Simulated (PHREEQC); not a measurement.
Synthetic water in mg/L, 70 °C, pH 3.06, pe 10.3:

```
constituent     mg/L
-----------  -------
Na              24.1
K            0.00787
Ca              35.5
Mg                41
Cl              24.1
S(6) as SO4      361
Al             0.247
```

Valence states are taken as typed.

Computed with PHREEQC (ion-association model, phreeqc.dat).

Question: The ionic strength comes out as 0.00993 mol/kgw. What activity coefficients do Cl-, H+, HSO4-, NaSO4-, Ca+2 get?

Answer: Cl- 0.89, H+ 0.91, HSO4- 0.89, NaSO4- 0.90, Ca+2 0.65.

No solid was allowed to form. Away from 25 °C the constants follow the database's enthalpies or fits; those with neither stay at their 25 °C values.
